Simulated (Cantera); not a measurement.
A freely propagating, adiabatic, planar premixed flame of H2 : O2 : N2 = 1 : 0.847 : 3.19 (molar parts), unburnt at 625 K and 760 Torr; mixture-averaged transport, grid criteria slope 0.08 and curve 0.16, no radiation.

Model: the H2/O2 subset of GRI-Mech 3.0, which has no nitrogen chemistry, integrated in Cantera. Burning velocities carry a grid error of a few per cent, more on coarse grids. Lean hydrogen flames are cellular in practice and burn faster than this planar one.

**Question.** How do the results move with these cheaper or finer settings: unity-Lewis-number transport; multicomponent transport; multicomponent+Soret transport; grid criteria slope 0.5, curve 1; grid criteria slope 0.25, curve 0.5; grid criteria slope 0.03, curve 0.06?

**Answer.** 
```tsv
setting	laminar burning velocity	thermal thickness	peak x(OH)	peak x(O)	grid points
as above	469 cm/s	0.429 mm	0.0121	0.0122	116
unity-Lewis-number transport	370 cm/s	0.307 mm	0.0127	0.0141	109
multicomponent transport	463 cm/s	0.425 mm	0.0121	0.0122	116
multicomponent+Soret transport	432 cm/s	0.422 mm	0.0119	0.0119	116
grid criteria slope 0.5, curve 1	567 cm/s	0.511 mm	0.0122	0.0125	43
grid criteria slope 0.25, curve 0.5	515 cm/s	0.464 mm	0.0121	0.0125	54
grid criteria slope 0.03, curve 0.06	459 cm/s	0.421 mm	0.0121	0.0122	260
```
Unity Lewis numbers drop preferential diffusion, which matters most where H2 and H carry the flame; Soret adds thermal diffusion.
